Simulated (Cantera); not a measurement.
# Equilibrium for sublimation and decomposition of ceramics: SiC + C + H2

A closed system holds: 1 mol SiC, 0.47 mol C, 0.025 mol H2, held at 1330 Pa.

Cantera equilibrium calculation (NASA polynomials, part measured and part estimated; ideal gas, pure solids and liquids). Candidate condensed phases: C, C6H6, C7H8, C8H18, Si, SiC; 87 gas species. Gases not in the tables: Si2H6 and higher silanes. Kinetics and transport are ignored.

| T (K) | x H2 | x Si | x SiC2 | x H | x Si2C | x C2H2 (acetylene) | x Si2 | x SiH | n C(graphite) | n SiC(s) |
|---|---|---|---|---|---|---|---|---|---|---|
| 2075 | 0.975 | 0.000547 | 3.17e-5 | 0.0228 | 2.03e-5 | 0.00121 | 4.83e-7 | 3.57e-5 | 0.470 | 1.000 |
| 2150 | 0.960 | 0.00155 | 0.000122 | 0.0358 | 7.61e-5 | 0.00186 | 2.06e-6 | 8.55e-5 | 0.470 | 1.000 |
| 2225 | 0.938 | 0.00407 | 0.000429 | 0.0543 | 0.000260 | 0.00275 | 7.91e-6 | 0.000192 | 0.470 | 1.000 |
| 2300 | 0.904 | 0.0100 | 0.00139 | 0.0797 | 0.000816 | 0.00391 | 2.78e-5 | 0.000405 | 0.470 | 1.000 |
| 2375 | 0.851 | 0.0234 | 0.00414 | 0.113 | 0.00238 | 0.00528 | 9.02e-5 | 0.000803 | 0.470 | 0.999 |
| 2450 | 0.769 | 0.0517 | 0.0116 | 0.153 | 0.00648 | 0.00671 | 0.000272 | 0.00149 | 0.471 | 0.998 |
| 2525 | 0.639 | 0.109 | 0.0303 | 0.194 | 0.0166 | 0.00767 | 0.000765 | 0.00256 | 0.473 | 0.994 |
| 2600 | 0.433 | 0.219 | 0.0750 | 0.219 | 0.0402 | 0.00702 | 0.00203 | 0.00380 | 0.478 | 0.983 |
| 2675 | 0.131 | 0.425 | 0.176 | 0.162 | 0.0923 | 0.00282 | 0.00507 | 0.00366 | 0.510 | 0.908 |
| 2750 | 0.00497 | 0.563 | 0.279 | 0.0418 | 0.102 | 0.000140 | 0.00606 | 0.000855 | 0.842 | 0 |
| 2825 | 0.00316 | 0.554 | 0.326 | 0.0435 | 0.0635 | 0.000114 | 0.00408 | 0.000612 | 0.754 | 0 |
x: gas mole fraction; n: condensed amount in mol.

From 2075 K to 2675 K the condensed part is C(graphite) + SiC(s). From 2750 K to 2825 K the condensed part is C(graphite). The main Si-bearing gas is Si throughout.
